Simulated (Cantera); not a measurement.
## Thermodynamics of tantalum, niobium, vanadium and zirconium in process gases, feed Nb + O2 + H2

Charge: 1 mol Nb, 0.11 mol O2, 61 mol H2, at 0.100 bar.

Cantera equilibrium calculation (NASA polynomials, part measured and part estimated; ideal gas, pure solids and liquids). Candidate condensed phases: H2O, Nb, NbO, NbO2, Nb2O5; 12 gas species. Mutual solubility and eutectic melting of coexisting phases are not modelled. NbO: taken at fixed stoichiometry. Condensed phases not in the tables: N, O or C dissolved in the metal. Equilibrium is a limit: real reactors are often held back by kinetics, nucleation or transport.

From 1400 K to 2100 K the condensed part is Nb(s) + NbO(s). From 2200 K to 2600 K the condensed part is Nb(s).

```json
[
 {"T (K)": "1400", "log p H2": "-1.00", "log p H": "-5.81", "log p H2O": "-5.62", "log p NbO": "<-13", "log p NbO2": "<-13", "n Nb(s)": "0.781", "n NbO(s)": "0.219"},
 {"T (K)": "1500", "log p H2": "-1.00", "log p H": "-5.25", "log p H2O": "-5.22", "log p NbO": "-11.99", "log p NbO2": "-11.60", "n Nb(s)": "0.784", "n NbO(s)": "0.216"},
 {"T (K)": "1600", "log p H2": "-1.00", "log p H": "-4.76", "log p H2O": "-4.86", "log p NbO": "-10.69", "log p NbO2": "-10.26", "n Nb(s)": "0.788", "n NbO(s)": "0.212"},
 {"T (K)": "1700", "log p H2": "-1.00", "log p H": "-4.33", "log p H2O": "-4.56", "log p NbO": "-9.54", "log p NbO2": "-9.08", "n Nb(s)": "0.797", "n NbO(s)": "0.203"},
 {"T (K)": "1800", "log p H2": "-1.00", "log p H": "-3.95", "log p H2O": "-4.28", "log p NbO": "-8.52", "log p NbO2": "-8.04", "n Nb(s)": "0.812", "n NbO(s)": "0.188"},
 {"T (K)": "1900", "log p H2": "-1.00", "log p H": "-3.60", "log p H2O": "-4.04", "log p NbO": "-7.62", "log p NbO2": "-7.11", "n Nb(s)": "0.836", "n NbO(s)": "0.164"},
 {"T (K)": "2000", "log p H2": "-1.00", "log p H": "-3.29", "log p H2O": "-3.83", "log p NbO": "-6.80", "log p NbO2": "-6.28", "n Nb(s)": "0.872", "n NbO(s)": "0.128"},
 {"T (K)": "2100", "log p H2": "-1.01", "log p H": "-3.01", "log p H2O": "-3.63", "log p NbO": "-6.07", "log p NbO2": "-5.53", "n Nb(s)": "0.925", "n NbO(s)": "0.0727"},
 {"T (K)": "2200", "log p H2": "-1.01", "log p H": "-2.75", "log p H2O": "-3.48", "log p NbO": "-5.43", "log p NbO2": "-4.91", "n Nb(s)": "0.990", "n NbO(s)": "0"},
 {"T (K)": "2300", "log p H2": "-1.01", "log p H": "-2.52", "log p H2O": "-3.52", "log p NbO": "-5.02", "log p NbO2": "-4.67", "n Nb(s)": "0.981", "n NbO(s)": "0"},
 {"T (K)": "2400", "log p H2": "-1.02", "log p H": "-2.31", "log p H2O": "-3.58", "log p NbO": "-4.66", "log p NbO2": "-4.50", "n Nb(s)": "0.967", "n NbO(s)": "0"},
 {"T (K)": "2500", "log p H2": "-1.04", "log p H": "-2.12", "log p H2O": "-3.66", "log p NbO": "-4.36", "log p NbO2": "-4.40", "n Nb(s)": "0.947", "n NbO(s)": "0"},
 {"T (K)": "2600", "log p H2": "-1.05", "log p H": "-1.94", "log p H2O": "-3.77", "log p NbO": "-4.12", "log p NbO2": "-4.36", "n Nb(s)": "0.922", "n NbO(s)": "0"}
]
```
log p: log10 of the partial pressure in bar; n: condensed amount in mol.
